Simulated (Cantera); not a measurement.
Charge: 1 mol CH₃SiCl₃, 0.36 mol C₂H₄, 770 mol H₂, equilibrated at 0.00170 bar.

These are equilibrium values from Cantera (NASA tables, ideal gas, pure condensed phases), not measurements of a reactor. Candidate condensed phases: C, C₆H₆, C₇H₈, C₈H₁₈, Si, SiC; 109 gas species. The feed counts by its element totals alone. Kinetics and transport are ignored.

Which condensed phases are stable at each of these points (T (K)): 1675, 1725, 1775, 1825, 1875, 1925, 1975, 2025, 2075, 2125?


| T (K) | condensed phases | Si condensed (%) |
|---|---|---|
| 1675 | C(graphite) + SiC(s) | 99.6 |
| 1725 | C(graphite) + SiC(s) | 99.0 |
| 1775 | C(graphite) + SiC(s) | 97.5 |
| 1825 | C(graphite) + SiC(s) | 93.7 |
| 1875 | C(graphite) + SiC(s) | 84.5 |
| 1925 | C(graphite) + SiC(s) | 63.1 |
| 1975 | C(graphite) + SiC(s) | 15.7 |
| 2025 | C(graphite) | 0.0 |
| 2075 | gas only | 0.0 |
| 2125 | gas only | 0.0 |

From 1675 K to 1975 K the condensed part is C(graphite) + SiC(s). At 2025 K the condensed part is C(graphite). From 2075 K to 2125 K nothing is condensed.
